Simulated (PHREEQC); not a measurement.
Consider water at 25 °C with 0.011 mol/kgw H2SO4. Closed to the air; pH follows from the charge balance.

The numbers come from PHREEQC with the ion-association model, phreeqc.dat.

Problem. The ionic strength comes out as 0.0223 mol/kgw. What activity coefficients do HSO4-, H+, SO4-2 get?

Solution. HSO4- 0.86, H+ 0.89, SO4-2 0.57.

No solid was allowed to form.
